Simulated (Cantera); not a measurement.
**Si₂H₆ + Cl₂ + H₂ (silicon epitaxy and polysilicon growth)**

Input: 1 mol Si₂H₆, 0.07 mol Cl₂, 19 mol H₂, equilibrated at 1.00 bar.

Cantera equilibrium calculation (NASA polynomials, part measured and part estimated; ideal gas, pure solids and liquids). Candidate condensed phases: Si; 19 gas species. The feed counts by its element totals alone. The tables' values for SiCl₃ are old estimates; treat these amounts as uncertain. Gases not in the tables: Si₂H₆ and higher silanes. Rates play no part.

```json
[
 {"T (K)": "1075", "x H₂": "0.995", "x HCl": "0.00418", "x SiHCl₃": "0.000402", "x H": "1.46e-8", "n Si(s)": "1.98", "n Si(l)": "0"},
 {"T (K)": "1125", "x H₂": "0.995", "x HCl": "0.00499", "x SiHCl₃": "0.000237", "x H": "4.43e-8", "n Si(s)": "1.99", "n Si(l)": "0"},
 {"T (K)": "1175", "x H₂": "0.994", "x HCl": "0.00554", "x SiHCl₃": "0.000122", "x H": "1.22e-7", "n Si(s)": "1.99", "n Si(l)": "0"},
 {"T (K)": "1225", "x H₂": "0.994", "x HCl": "0.00583", "x SiHCl₃": "5.89e-5", "x H": "3.11e-7", "n Si(s)": "2.00", "n Si(l)": "0"},
 {"T (K)": "1275", "x H₂": "0.994", "x HCl": "0.00598", "x SiHCl₃": "2.80e-5", "x H": "7.35e-7", "n Si(s)": "2.00", "n Si(l)": "0"},
 {"T (K)": "1325", "x H₂": "0.994", "x HCl": "0.00604", "x SiHCl₃": "1.36e-5", "x H": "1.63e-6", "n Si(s)": "2.00", "n Si(l)": "0"},
 {"T (K)": "1375", "x H₂": "0.994", "x HCl": "0.00607", "x SiHCl₃": "6.86e-6", "x H": "3.42e-6", "n Si(s)": "2.00", "n Si(l)": "0"},
 {"T (K)": "1425", "x H₂": "0.994", "x HCl": "0.00608", "x SiHCl₃": "3.61e-6", "x H": "6.80e-6", "n Si(s)": "2.00", "n Si(l)": "0"},
 {"T (K)": "1475", "x H₂": "0.994", "x HCl": "0.00608", "x SiHCl₃": "1.98e-6", "x H": "1.29e-5", "n Si(s)": "2.00", "n Si(l)": "0"},
 {"T (K)": "1525", "x H₂": "0.994", "x HCl": "0.00608", "x SiHCl₃": "1.12e-6", "x H": "2.36e-5", "n Si(s)": "2.00", "n Si(l)": "0"},
 {"T (K)": "1575", "x H₂": "0.994", "x HCl": "0.00608", "x SiHCl₃": "6.63e-7", "x H": "4.14e-5", "n Si(s)": "2.00", "n Si(l)": "0"},
 {"T (K)": "1625", "x H₂": "0.994", "x HCl": "0.00607", "x SiHCl₃": "4.04e-7", "x H": "7.03e-5", "n Si(s)": "2.00", "n Si(l)": "0"},
 {"T (K)": "1675", "x H₂": "0.994", "x HCl": "0.00607", "x SiHCl₃": "2.53e-7", "x H": "0.000116", "n Si(s)": "2.00", "n Si(l)": "0"},
 {"T (K)": "1725", "x H₂": "0.994", "x HCl": "0.00608", "x SiHCl₃": "1.53e-7", "x H": "0.000185", "n Si(s)": "0", "n Si(l)": "2.00"}
]
```
x: gas mole fraction; n: condensed amount in mol.

From 1075 K to 1675 K the condensed part is Si(s). At 1725 K the condensed part is Si(l). The main Si-bearing gas is SiHCl₃ at 1075 K and SiCl₂ at 1725 K.
